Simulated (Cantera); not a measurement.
A closed system holds: 1 mol Si3N4, 0.93 mol O2, 1000 mol N2, at 0.00320 bar.

Cantera equilibrium calculation (NASA polynomials, part measured and part estimated; ideal gas, pure solids and liquids). Candidate condensed phases: Si, SiO2, Si2N2O, Si3N4; 16 gas species. Equilibrium is a limit: real reactors are often held back by kinetics, nucleation or transport. All values below are at 950 K.

Base state: N2 1.00 (mole fractions); condensed: SiO2(β-quartz) + Si2N2O(s).

Question: What changes in the equilibrium state with this change: Si3N4 replaced by Si?

Answer: 
```tsv
species	before	after
N2	1.00	1.00
SiO2(β-quartz), mol	0.240	0.907
Si2N2O(s), mol	1.38	0.0467
```
N2 is the only nitrogen source here; it is nearly inert below about 1500 K, so the nitride shown seldom forms there in practice.
